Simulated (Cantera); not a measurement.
# Ignition delay

Mixture: CH4 : C2H6 : C3H8 : O2 : N2 = 1 : 0.043 : 0.39 : 1.95 : 7.34 (molar parts), at 14.0 bar, adiabatic and at constant volume. Ignition delay is the time to a rise of 400 K.

Cantera simulation using GRI-Mech 3.0 (53 species, 325 reactions); the numbers are that mechanism's predictions, not measurements. GRI-Mech 3.0 was tuned for natural gas; its chemistry of propane as a main component is partial and can be far from experiment. The pressure lies above the range GRI-Mech 3.0 was tuned for (to about 10 atm).

```tsv
T0 (K)	delay (ms)
1148	2.93
1248	0.635
1348	0.146
1448	0.0406
1548	0.0141
1648	0.00602
1748	0.00306
```

The apparent activation energy between 1548 and 1748 K is 170 kJ/mol.
